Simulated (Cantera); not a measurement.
Transport properties of process gases

Gas mixture: 43.7 % O2, 56.3 % NO, at 100000 Pa, frozen composition.

Cantera's kinetic-theory transport with the Lennard-Jones parameters of GRI-Mech 3.0, ideal gas; thermal conductivity in the mixture-averaged form. The composition is frozen, though it would react at the higher temperatures.

```json
[
 {"T (K)": "400", "ρ (kg/m³)": "0.928", "cp (J/kg/K)": "972.7", "μ (µPa s)": "24.2", "λ (mW/m/K)": "33.0", "Pr": "0.713", "D (cm²/s) H": "2.10", "D (cm²/s) N2": "0.346", "D (cm²/s) CO2": "0.266"},
 {"T (K)": "600", "ρ (kg/m³)": "0.619", "cp (J/kg/K)": "1024", "μ (µPa s)": "32.1", "λ (mW/m/K)": "46.4", "Pr": "0.708", "D (cm²/s) H": "4.23", "D (cm²/s) N2": "0.692", "D (cm²/s) CO2": "0.543"},
 {"T (K)": "800", "ρ (kg/m³)": "0.464", "cp (J/kg/K)": "1075", "μ (µPa s)": "38.9", "λ (mW/m/K)": "59.0", "Pr": "0.709", "D (cm²/s) H": "6.89", "D (cm²/s) N2": "1.12", "D (cm²/s) CO2": "0.891"},
 {"T (K)": "1000", "ρ (kg/m³)": "0.371", "cp (J/kg/K)": "1113", "μ (µPa s)": "45.1", "λ (mW/m/K)": "70.8", "Pr": "0.709", "D (cm²/s) H": "10.0", "D (cm²/s) N2": "1.63", "D (cm²/s) CO2": "1.30"},
 {"T (K)": "1200", "ρ (kg/m³)": "0.309", "cp (J/kg/K)": "1139", "μ (µPa s)": "50.8", "λ (mW/m/K)": "81.7", "Pr": "0.707", "D (cm²/s) H": "13.6", "D (cm²/s) N2": "2.21", "D (cm²/s) CO2": "1.77"},
 {"T (K)": "1400", "ρ (kg/m³)": "0.265", "cp (J/kg/K)": "1160", "μ (µPa s)": "56.1", "λ (mW/m/K)": "92.1", "Pr": "0.707", "D (cm²/s) H": "17.6", "D (cm²/s) N2": "2.85", "D (cm²/s) CO2": "2.29"}
]
```
D: mixture-averaged diffusion coefficient of that species in the mixture.
